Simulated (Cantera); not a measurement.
## Ignition delay

Mixture: H2 : O2 : N2 = 1 : 0.556 : 2.09 (molar parts), equivalence ratio 0.90, at 1.01 bar, adiabatic and at constant pressure. Ignition delay is the time to a rise of 400 K.

Cantera simulation using the H2/O2 subset of GRI-Mech 3.0, which has no nitrogen chemistry; the numbers are that mechanism's predictions, not measurements. Where the delays flatten at high temperature, the 400 K rule measures the pace of heat release, not the induction time.

```json
[
 {"T0 (K)": "1200", "delay (ms)": "0.0467"},
 {"T0 (K)": "1300", "delay (ms)": "0.0302"},
 {"T0 (K)": "1400", "delay (ms)": "0.0223"},
 {"T0 (K)": "1500", "delay (ms)": "0.0185"},
 {"T0 (K)": "1600", "delay (ms)": "0.0167"},
 {"T0 (K)": "1700", "delay (ms)": "0.0164"},
 {"T0 (K)": "1800", "delay (ms)": "0.0169"}
]
```
